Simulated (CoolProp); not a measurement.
Vapour pressure (MPa) of the fluoroketone C6F12O (FK-5-1-12): the reference equation beside estimates from Tc = 168.7 °C, pc = 1.869 MPa, ω = 0.471.

Model: reference Helmholtz-energy equation of state, McLinden 2015, in CoolProp.

| T (°C) | reference | van der Waals | Redlich-Kwong | Soave-Redlich-Kwong | Peng-Robinson |
|---|---|---|---|---|---|
| -66.75 | [?] | 0.03231 | 0.001563 | 9.181e-5 | 0.0001084 |
| -49.55 | 0.0004295 | 0.05636 | 0.004986 | 0.0004586 | 0.0005163 |
| -32.35 | 0.001690 | 0.09109 | 0.01293 | 0.001745 | 0.001895 |
| -15.15 | 0.005293 | 0.1386 | 0.02863 | 0.005365 | 0.005667 |
| 2.05 | 0.01387 | 0.2009 | 0.05611 | 0.01392 | 0.01440 |
| 19.25 | 0.03153 | 0.2797 | 0.09993 | 0.03152 | 0.03209 |
| 36.45 | 0.06399 | 0.3767 | 0.1649 | 0.06396 | 0.06436 |
| 53.65 | 0.1185 | [?] | 0.2560 | [?] | 0.1185 |

Task: Complete the blanks.

Result: 
- -66.75, reference: 8.132e-5
- 53.65, van der Waals: 0.4935
- 53.65, Soave-Redlich-Kwong: 0.1187

Absolute difference from the reference over all 8 rows, mean and median: van der Waals 7925.4 and 1933.5 %, Redlich-Kwong 598.0 and 372.7 %, Soave-Redlich-Kwong 3.1 and 0.9 %, Peng-Robinson 9.9 and 5.4 %.
